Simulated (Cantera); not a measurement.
Catalytic stagnation flow on Pt

A jet of 1.71 % CH4, 8.11 % O2, 90.2 % N2, equivalence ratio 0.42 at 300 K and 31.5 Torr hits a platinum plate 7.4 cm away at a mass flux of 0.041 kg/m²/s; the plate temperature is set and raised in steps from an oxygen-covered start.

Detailed kinetics in Cantera: Deutschmann's 1995 Pt surface mechanism with GRI-Mech 3.0 gas chemistry. Catalytic surfaces can have several steady states; this one follows from the mechanism file's or the stated starting coverage.

```json
[
 {"plate T (K)": "900", "wall x CH4": "0.0102", "wall x O2": "0.0664", "wall x H2O": "0.0128", "wall x OH": "2.89e-8", "wall x CO": "4.64e-6", "wall x CO2": "0.00841", "θ free Pt": "0.267", "θ O*": "0.733"},
 {"plate T (K)": "950", "wall x CH4": "0.00791", "wall x O2": "0.0615", "wall x H2O": "0.0171", "wall x OH": "9.06e-8", "wall x CO": "5.00e-6", "wall x CO2": "0.0113", "θ free Pt": "0.344", "θ O*": "0.656"},
 {"plate T (K)": "1000", "wall x CH4": "0.00612", "wall x O2": "0.0577", "wall x H2O": "0.0204", "wall x OH": "2.44e-7", "wall x CO": "5.31e-6", "wall x CO2": "0.0134", "θ free Pt": "0.421", "θ O*": "0.579"},
 {"plate T (K)": "1050", "wall x CH4": "0.00484", "wall x O2": "0.0550", "wall x H2O": "0.0227", "wall x OH": "5.84e-7", "wall x CO": "5.69e-6", "wall x CO2": "0.0150", "θ free Pt": "0.495", "θ O*": "0.504"},
 {"plate T (K)": "1100", "wall x CH4": "0.00393", "wall x O2": "0.0531", "wall x H2O": "0.0243", "wall x OH": "1.26e-6", "wall x CO": "6.23e-6", "wall x CO2": "0.0160", "θ free Pt": "0.565", "θ O*": "0.434"},
 {"plate T (K)": "1150", "wall x CH4": "0.00329", "wall x O2": "0.0518", "wall x H2O": "0.0254", "wall x OH": "2.51e-6", "wall x CO": "6.99e-6", "wall x CO2": "0.0168", "θ free Pt": "0.630", "θ O*": "0.369"}
]
```
x: mole fraction at the wall; θ: surface coverage.
